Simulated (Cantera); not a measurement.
A freely propagating, adiabatic, planar premixed flame of H2 : O2 : N2 = 1 : 0.333 : 1.25 (molar parts), equivalence ratio 1.5, unburnt at 350 K and 1.80 bar; mixture-averaged transport, grid criteria slope 0.08 and curve 0.16, no radiation.

Cantera simulation using the H2/O2 subset of GRI-Mech 3.0, which has no nitrogen chemistry; the numbers are that mechanism's predictions, not measurements. Burning velocities carry a grid error of a few per cent, more on coarse grids.

Problem. What does this change do: O2 0.333 to 0.42 parts?

Solution. 
```csv
quantity,before,after
laminar burning velocity,397 cm/s,446 cm/s
thermal thickness,0.161 mm,0.161 mm
peak x(OH),0.00860,0.0189
peak x(H),0.0641,0.0641
peak x(H2O2),0.000119,0.000135
```
